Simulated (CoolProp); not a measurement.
Properties of CHF3 (R23) at several states.

Values from CoolProp's reference Helmholtz-energy equation of state, Penoncello 2003.

```json
[
 {"T (K)": "213.6", "p (kPa)": "46.1", "phase": "gas", "density (kg/m³)": "1.839", "cp (kJ/(kg K))": "0.6279", "expansivity (1/kK)": "4.900"},
 {"T (K)": "278.8", "p (kPa)": "1720", "phase": "gas", "density (kg/m³)": "64.22", "cp (kJ/(kg K))": "1.007", "expansivity (1/kK)": "___"},
 {"T (K)": "128", "p (kPa)": "320", "phase": "liquid", "density (kg/m³)": "___", "cp (kJ/(kg K))": "___", "expansivity (1/kK)": "___"},
 {"T (K)": "366.2", "p (kPa)": "9790", "phase": "supercritical", "density (kg/m³)": "356.5", "cp (kJ/(kg K))": "___", "expansivity (1/kK)": "___"}
]
```

**Question.** What belongs in the gaps?

**Answer.** 
- 278.8, expansivity (1/kK): 7.376
- 128, density (kg/m³): 1670
- 128, cp (kJ/(kg K)): 1.198
- 128, expansivity (1/kK): 1.993
- 366.2, cp (kJ/(kg K)): 1.611
- 366.2, expansivity (1/kK): 10.63
